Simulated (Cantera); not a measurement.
## Equilibrium for nitride etching: BN + HF

Input: 1 mol BN, 7.4 mol HF, at 552 °C and 22000 Pa.

These are equilibrium values from Cantera (NASA tables, ideal gas, pure condensed phases), not measurements of a reactor. Candidate condensed phases: B, BN; 31 gas species. Kinetics and transport are ignored.

```json
{
 "x(HF)": "0.595",
 "x(H2)": "0.203",
 "x(BF3)": "0.135",
 "x(N2)": "0.0676",
 "x(NH3)": "1.22e-5",
 "x(H2F2)": "6.48e-6",
 "gas_amount": "7.400 mol",
 "log10 activity of B(s) (absent)": "-17.01"
}
```
